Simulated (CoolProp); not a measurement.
A simple Rankine cycle with R1336mzz(E): condensing at 332.15 K, boiler at 1.91 MPa, turbine inlet 386.6 K, turbine efficiency 0.8, pump efficiency 0.8, no recuperator. Each further row changes one setting.

Computed with CoolProp (reference Helmholtz-energy equation of state, Akasaka 2023).

```json
[
 {"case": "as stated", "thermal efficiency (%)": "8.1", "net work (kJ/kg)": "12.1", "heat in (kJ/kg)": "149", "turbine exit temperature (K)": "345.9", "volume ratio over the turbine": "4.44"},
 {"case": "turbine inlet 406.6 K", "thermal efficiency (%)": "8.2", "net work (kJ/kg)": "14.3", "heat in (kJ/kg)": "174", "turbine exit temperature (K)": "370.7", "volume ratio over the turbine": "3.97"},
 {"case": "condensing temperature 324.15 K", "thermal efficiency (%)": "9.3", "net work (kJ/kg)": "14.7", "heat in (kJ/kg)": "159", "turbine exit temperature (K)": "340.8", "volume ratio over the turbine": "5.64"},
 {"case": "boiler pressure 1.34 MPa", "thermal efficiency (%)": "6.3", "net work (kJ/kg)": "10.2", "heat in (kJ/kg)": "162", "turbine exit temperature (K)": "362.6", "volume ratio over the turbine": "2.64"},
 {"case": "turbine efficiency 0.7", "thermal efficiency (%)": "7.0", "net work (kJ/kg)": "10.4", "heat in (kJ/kg)": "149", "turbine exit temperature (K)": "347.7", "volume ratio over the turbine": "4.48"}
]
```
